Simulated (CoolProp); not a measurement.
Saturation properties of CF4 (R14) (Tc = 227.4 K, pc = 3762 kPa, ω = 0.178).

Model: reference Helmholtz-energy equation of state, Platzer 1990, in CoolProp. This equation is an older, rougher fit; its heat capacities, sound speeds and derivatives of the liquid may be far off and weren't checked against measurements.

| T (K) | p (kPa) | vapour density (kg/m³) | surface tension (mN/m) | liquid viscosity (µPa s) | vapour viscosity (µPa s) |
|---|---|---|---|---|---|
| 152.6 | 166.8 | ___ | 10.7 | 204 | 9.26 |
| 159 | ___ | 17.49 | 9.55 | 184 | 9.73 |
| 165.4 | 348.2 | 24.44 | 8.46 | 166 | 10.2 |
| 171.8 | 481.2 | 33.38 | 7.39 | 151 | 10.8 |
| 178.3 | 651.8 | ___ | 6.34 | 137 | 11.3 |
| 184.7 | 859.9 | 59.48 | 5.33 | 124 | 11.9 |
| 191.1 | 1113 | 77.84 | 4.36 | 113 | 12.6 |
| 197.6 | 1423 | 101.6 | ___ | 102 | 13.4 |
| 204 | 1787 | 132.0 | 2.54 | 91.3 | 14.4 |
| 210.4 | 2215 | ___ | 1.71 | 81.0 | 15.6 |
| 216.8 | 2719 | 231.0 | 0.956 | 70.0 | 17.3 |
| 223.3 | 3320 | 334.1 | 0.300 | 56.3 | ___ |

Question: Complete the blanks.

Answer: 
- 152.6, vapour density (kg/m³): 12.19
- 159, p (kPa): 245.0
- 178.3, vapour density (kg/m³): 44.98
- 197.6, surface tension (mN/m): 3.42
- 210.4, vapour density (kg/m³): 172.7
- 223.3, vapour viscosity (µPa s): 20.5

It boils at 145.1 K under 1 atm.

Viscosity comes from a separate model (Huber 2003), an estimate that may be off by 10 % or more. Surface tension comes from a separate correlation (Mulero 2012).
